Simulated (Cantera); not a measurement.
Input: 1 mol SiH2Cl2, a varied amount of NO, 3.5 mol H2, held at 827 °C and 20.0 mbar.

These are equilibrium values from Cantera (NASA tables, ideal gas, pure condensed phases), not measurements of a reactor. Candidate condensed phases: H2O, NH4Cl, Si, SiO2, Si2N2O, Si3N4; 47 gas species. Mutual solubility and eutectic melting of coexisting phases are not modelled. The tables' values for SiCl3 are old estimates; treat these amounts as uncertain. The numbers say what is thermodynamically allowed, not how fast it happens.

x: gas mole fraction; n: condensed amount in mol.

```json
[
 {"n(NO) (mol)": "0.49", "x H2": "0.821", "x HCl": "0.103", "x H2O": "2.53e-8", "x N2": "1.11e-10", "x SiCl4": "0.0625", "n SiO2(β-quartz)": "0.122", "n Si2N2O(s)": "(withheld)"},
 {"n(NO) (mol)": "0.6", "x H2": "0.758", "x HCl": "0.195", "x H2O": "1.09e-7", "x N2": "1.12e-8", "x SiCl4": "0.0435", "n SiO2(β-quartz)": "0.150", "n Si2N2O(s)": "(withheld)"},
 {"n(NO) (mol)": "0.72", "x H2": "0.684", "x HCl": "0.297", "x H2O": "3.98e-7", "x N2": "7.47e-7", "x SiCl4": "0.0176", "n SiO2(β-quartz)": "0.180", "n Si2N2O(s)": "0.360"},
 {"n(NO) (mol)": "0.87", "x H2": "0.630", "x HCl": "0.360", "x H2O": "8.85e-6", "x N2": "0.0105", "x SiCl4": "7.60e-5", "n SiO2(β-quartz)": "0.247", "n Si2N2O(s)": "0.376"},
 {"n(NO) (mol)": "1.1", "x H2": "0.609", "x HCl": "0.348", "x H2O": "1.37e-5", "x N2": "0.0435", "x SiCl4": "2.77e-5", "n SiO2(β-quartz)": "0.400", "n Si2N2O(s)": "(withheld)"},
 {"n(NO) (mol)": "1.3", "x H2": "0.592", "x HCl": "0.338", "x H2O": "1.57e-5", "x N2": "0.0704", "x SiCl4": "1.90e-5", "n SiO2(β-quartz)": "0.533", "n Si2N2O(s)": "(withheld)"},
 {"n(NO) (mol)": "1.5", "x H2": "0.575", "x HCl": "0.329", "x H2O": "1.69e-5", "x N2": "0.0959", "x SiCl4": "1.46e-5", "n SiO2(β-quartz)": "0.667", "n Si2N2O(s)": "(withheld)"},
 {"n(NO) (mol)": "1.9", "x H2": "0.545", "x HCl": "0.312", "x H2O": "1.83e-5", "x N2": "0.143", "x SiCl4": "1.01e-5", "n SiO2(β-quartz)": "0.933", "n Si2N2O(s)": "(withheld)"},
 {"n(NO) (mol)": "2.3", "x H2": "0.481", "x HCl": "0.301", "x H2O": "0.0451", "x N2": "0.173", "x SiCl4": "1.43e-12", "n SiO2(β-quartz)": "1.00", "n Si2N2O(s)": "0"},
 {"n(NO) (mol)": "2.7", "x H2": "0.409", "x HCl": "0.292", "x H2O": "0.102", "x N2": "0.197", "x SiCl4": "<1e-12", "n SiO2(β-quartz)": "1.00", "n Si2N2O(s)": "0"},
 {"n(NO) (mol)": "3.3", "x H2": "0.308", "x HCl": "0.280", "x H2O": "0.182", "x N2": "0.231", "x SiCl4": "<1e-12", "n SiO2(β-quartz)": "1.00", "n Si2N2O(s)": "0"},
 {"n(NO) (mol)": "4", "x H2": "0.200", "x HCl": "0.267", "x H2O": "0.267", "x N2": "0.267", "x SiCl4": "<1e-12", "n SiO2(β-quartz)": "1.00", "n Si2N2O(s)": "0"}
]
```

Fill in the missing entries.


- 0.49, n Si2N2O(s): 0.245
- 0.6, n Si2N2O(s): 0.300
- 1.1, n Si2N2O(s): 0.300
- 1.3, n Si2N2O(s): 0.233
- 1.5, n Si2N2O(s): 0.167
- 1.9, n Si2N2O(s): 0.0333
